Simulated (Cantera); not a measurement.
Input (Python, Cantera) and output of one run.

```python
import numpy as np
import cantera as ct

gas_names = """
    AL ALCL ALCL2 ALCL3 ALN AL2 AL2CL6 CL CL2 N N2
""".split()
cond_names = """
    AL(cr) AL(L) ALCL3(s) ALCL3(L) ALN(s)
""".split()


# ... load() reads the species with a 1 bar reference pressure and builds the phases ...
atoms = {
    'Al': {'AL': 1},
    'Cl2': {'CL': 2},
    'N2': {'N': 2},
}
top_T = {'ALN(s)': 2750}  # K; cautious upper limits of use, not melting points


# ... equilibrate(T, P, feed) seeds the gas with the atoms and calls Mixture.equilibrate('TP', solver="vcs", rtol=1e-11, max_steps=5000) ...
results = []
feed = {'Al': 1, 'Cl2': 0.87, 'N2': 33}  # mol
T = 748  # K
P = 38  # Pa
mix = equilibrate(T, P, feed)
results.append((T, P, feed, dict(zip(mix.species_names, mix.species_moles))))
x = sorted(zip(gas.X, gas.species_names), reverse=True)
print(f"T = {T:g} K  P = {P:g} Pa  gas = {mix.phase_moles(0):.4g} mol")
print("   x: " + "  ".join(f"{s} {v:.3e}" for v, s in x if v > 1e-05))
print("   condensed (mol): " + ("  ".join(f"{mix.phase(i).name} {mix.phase_moles(i):.4g}"
      for i in range(1, mix.n_phases) if mix.phase_moles(i) > 1e-12) or "none"))
```

It prints:

```
T = 748 K  P = 38 Pa  gas = 33.37 mol
   x: N2 9.826e-01  ALCL3 1.738e-02
   condensed (mol): ALN(s) 0.42
```

Method: chemical equilibrium by Gibbs-energy minimisation in Cantera with the NASA 1993 tables (ideal gas, pure condensed phases).
